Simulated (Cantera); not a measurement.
Input: 1 mol Mg(OH)₂, 0.17 mol H₂, equilibrated at 1750 °C and 13300 Pa.

Equilibrium computed with Cantera from the NASA thermochemical tables; the gas is ideal and each condensed phase is pure. Candidate condensed phases: H₂O, Mg, MgO, Mg(OH)₂; 15 gas species. Rates play no part.

Base state: H₂O 0.852, H₂ 0.145, H 0.00198, OH 0.00121, Mg(OH)₂ 4.02e-5, O₂ 3.06e-5, Mg 2.69e-5, MgOH 1.35e-5 (mole fractions); condensed: MgO(s).

Q: What changes in the equilibrium state with this change: H₂ from 0.17 to 2.9 mol?

A: 
```csv
species,before,after
H₂,0.145,0.739
H₂O,0.852,0.256
H,0.00198,0.00448
Mg,2.69e-5,0.000457
O₂,3.06e-5,1.06e-7
O,1.21e-5,7.11e-7
OH,0.00121,0.000162
Mg(OH)₂,4.02e-5,1.21e-5
MgOH,1.35e-5,3.06e-5
"MgO(s), mol",1.000,0.998
```

Q: What changes in the equilibrium state with this change: temperature from 1750 °C to 425 °C?

A: 
```csv
species,before,after
H₂O,0.852,0.855
H₂,0.145,0.145
H,0.00198,<1e-9
OH,0.00121,<1e-9
Mg(OH)₂,4.02e-5,<1e-9
O₂,3.06e-5,<1e-9
Mg,2.69e-5,<1e-9
MgOH,1.35e-5,<1e-9
O,1.21e-5,<1e-9
"MgO(s), mol",1.000,1.00
```

Q: What changes in the equilibrium state with this change: temperature from 1750 °C to 250 °C?

A: 
```json
[
 {"species": "H₂O", "before": "0.852", "after": "0.855"},
 {"species": "H₂", "before": "0.145", "after": "0.145"},
 {"species": "H", "before": "0.00198", "after": "<1e-9"},
 {"species": "OH", "before": "0.00121", "after": "<1e-9"},
 {"species": "Mg(OH)₂", "before": "4.02e-5", "after": "<1e-9"},
 {"species": "O₂", "before": "3.06e-5", "after": "<1e-9"},
 {"species": "Mg", "before": "2.69e-5", "after": "<1e-9"},
 {"species": "MgOH", "before": "1.35e-5", "after": "<1e-9"},
 {"species": "MgO(s), mol", "before": "1.000", "after": "1.00"}
]
```
